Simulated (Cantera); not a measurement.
Input (Python, Cantera) and output of one run.

```python
import numpy as np
import cantera as ct

gas_names = """
    CL CL2 H HCL H2 Si SiCL SiCL2 SiCL3 SiCL4 SiH SiHCL3 SiH2 SiH2CL2 SiH3 SiH3CL SiH4 Si2 Si3
""".split()
cond_names = """
    Si(cr) Si(L)
""".split()


# ... load() reads the species with a 1 bar reference pressure and builds the phases ...
atoms = {
    'SiHCl3': {'Si': 1, 'H': 1, 'CL': 3},
    'HCl': {'H': 1, 'CL': 1},
    'H2': {'H': 2},
}
top_T = {}  # K; cautious upper limits of use, not melting points


# ... equilibrate(T, P, feed) seeds the gas with the atoms and calls Mixture.equilibrate('TP', solver="vcs", rtol=1e-11, max_steps=5000) ...
results = []
feed = {'SiHCl3': 1, 'HCl': 0.96, 'H2': 10}  # mol
T = 1523.15  # K
P = 660  # Pa
mix = equilibrate(T, P, feed)
results.append((T, P, feed, dict(zip(mix.species_names, mix.species_moles))))
x = sorted(zip(gas.X, gas.species_names), reverse=True)
print(f"T = {T:g} K  P = {P:g} Pa  gas = {mix.phase_moles(0):.4g} mol")
print("   x: " + "  ".join(f"{s} {v:.3e}" for v, s in x if v > 0.001))
print("   condensed (mol): " + ("  ".join(f"{mix.phase(i).name} {mix.phase_moles(i):.4g}"
      for i in range(1, mix.n_phases) if mix.phase_moles(i) > 1e-12) or "none"))
```

Result:

```
T = 1523.15 K  P = 660 Pa  gas = 12.94 mol
   x: H2 7.737e-01  HCL 1.487e-01  SiCL2 7.471e-02  SiCL3 2.207e-03
   condensed (mol): none
```

Method: chemical equilibrium by Gibbs-energy minimisation in Cantera with the NASA 1993 tables (ideal gas, pure condensed phases). The tables' values for SiCl3, SiCl are old estimates; treat these amounts as uncertain.
